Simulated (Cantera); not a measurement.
A closed system holds: 1 mol Ta2O5, 0.72 mol CO, 0.56 mol CH4, held at 0.0825 Torr.

Cantera equilibrium calculation (NASA polynomials, part measured and part estimated; ideal gas, pure solids and liquids). Candidate condensed phases: C, C6H6, C7H8, C8H18, H2O, Ta, TaC, Ta2O5; 113 gas species. Mutual solubility and eutectic melting of coexisting phases are not modelled. TaC: taken at fixed stoichiometry. Condensed phases not in the tables: Ta2C, N, O or C dissolved in the metal. The numbers say what is thermodynamically allowed, not how fast it happens.

x: gas mole fraction; n: condensed amount in mol.

| T (K) | x CO | x H2 | x H | x TaO2 | x O | x TaO | n TaC(s) | n Ta2O5(s) | n Ta(s) | n Ta2O5(l) |
|---|---|---|---|---|---|---|---|---|---|---|
| 1150 | 0.500 | 0.500 | 5.03e-6 | <1e-12 | <1e-12 | <1e-12 | 0.160 | 0.920 | 0 | 0 |
| 1350 | 0.500 | 0.500 | 0.000161 | 1.19e-10 | <1e-12 | 2.69e-12 | 0.160 | 0.920 | 0 | 0 |
| 1550 | 0.499 | 0.498 | 0.00212 | 2.20e-7 | 9.02e-11 | 1.84e-8 | 0.160 | 0.920 | 0 | 0 |
| 1750 | 0.529 | 0.455 | 0.0150 | 6.44e-5 | 1.18e-8 | 1.28e-5 | 0 | 0.888 | 0.224 | 0 |
| 1950 | 0.512 | (withheld) | (withheld) | (withheld) | (withheld) | (withheld) | 0 | 0.883 | 0.222 | 0 |
| 2150 | (withheld) | (withheld) | (withheld) | (withheld) | (withheld) | (withheld) | 0 | 0 | (withheld) | (withheld) |
| 2350 | 0.276 | 0.0745 | 0.325 | 0.291 | 0.0137 | 0.00440 | 0 | 0 | 0 | 0.325 |
| 2550 | 0.215 | 0.0136 | 0.347 | 0.327 | 0.0758 | 0.0122 | 0 | 0 | 0 | 0 |

### Question
Fill in the missing entries.

### Answer

- 1950, x H2: 0.412
- 1950, x H: 0.0702
- 1950, x TaO2: 0.00391
- 1950, x O: 1.18e-6
- 1950, x TaO: 0.000753
- 2150, x CO: 0.417
- 2150, x H2: 0.262
- 2150, x H: 0.206
- 2150, x TaO2: 0.0950
- 2150, x O: 4.65e-5
- 2150, x TaO: 0.0192
- 2150, n Ta(s): 0.132
- 2150, n Ta2O5(l): 0.759
